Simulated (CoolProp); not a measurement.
Properties of toluene along the isotherm 54.25 °C (Tc = 318.6 °C, pc = 41.26 bar, ω = 0.266).

Model: reference Helmholtz-energy equation of state, Lemmon 2006, in CoolProp. It is a short technical equation, of lower accuracy than the large ones.

```csv
p (bar),phase,Z,cv (kJ/(kg K)),speed of sound (m/s),Joule-Thomson coefficient (K/MPa),isothermal compressibility (1/MPa),viscosity (µPa s)
0.0652,gas,0.9955,1.153,177.8,61.01,154.1,7.61
0.0958,gas,0.9934,1.155,177.5,61.17,105.1,7.61
0.141,gas,0.9903,1.156,177.1,61.44,71.63,7.60
0.206,liquid,0.0008354,1.352,1181,-0.4173,0.001143,401
0.303,liquid,0.001229,1.352,1181,-0.4173,0.001143,401
0.444,liquid,0.001801,1.352,1181,-0.4174,0.001143,401
0.652,liquid,0.002644,1.352,1181,-0.4174,0.001143,401
0.958,liquid,0.003885,1.352,1181,-0.4175,0.001142,402
1.41,liquid,0.005717,1.352,1181,-0.4175,0.001142,402
2.06,liquid,0.008352,1.352,1182,-0.4177,0.001141,402
3.03,liquid,0.01228,1.352,1182,-0.4178,0.001139,402
4.44,liquid,0.01800,1.352,1183,-0.4181,0.001137,403
6.52,liquid,0.02642,1.352,1185,-0.4184,0.001135,403
9.58,liquid,0.03881,1.352,1186,-0.4190,0.001130,405
14.1,liquid,0.05709,1.352,1189,-0.4197,0.001124,406
20.6,liquid,0.08335,1.353,1193,-0.4208,0.001115,408
```

Viscosity comes from a separate model (Avgeri 2015).
